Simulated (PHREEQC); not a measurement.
Dissolve 0.021 mol KHCO3, 0.026 mol KOH and 0.12 mol KCl per kg of water at 30 °C. Closed to the air; pH follows from the charge balance.

The numbers come from PHREEQC with the ion-association model, phreeqc.dat.

Each row changes one thing in this solution. No solid was allowed to form.

| case | pH | ionic strength (mol/kgw) |
|---|---|---|
| as made | 11.44 | 0.187 |
| KOH left out | 8.07 | 0.141 |
| KOH from 0.026 to 0.0026 mol/kgw | 9.09 | 0.146 |
| KCl left out | 11.49 | 0.0673 |
| KHCO3 left out | 12.11 | 0.146 |
| diluted 2-fold with water | 11.21 | 0.0934 |
| KCl from 0.12 to 0.012 mol/kgw | 11.48 | 0.0793 |
